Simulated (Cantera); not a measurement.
Charge: 1 mol Al(CH₃)₃, 25 mol H₂O, 20 mol H₂, equilibrated at 2200 Pa.

These are equilibrium values from Cantera (NASA tables, ideal gas, pure condensed phases), not measurements of a reactor. Candidate condensed phases: Al, Al₂O₃, C, C₆H₆, C₇H₈, C₈H₁₈, H₂O; 121 gas species. The feed counts by its element totals alone. Rates play no part.

**Question.** At 1775 °C, list the 6 most abundant gas species with their mole fractions, and the condensed phases.

**Answer.** H₂ 0.551, H₂O 0.380, CO 0.0496, H 0.0112, CO₂ 0.00719, OH 0.000842. Condensed: Al₂O₃(s).
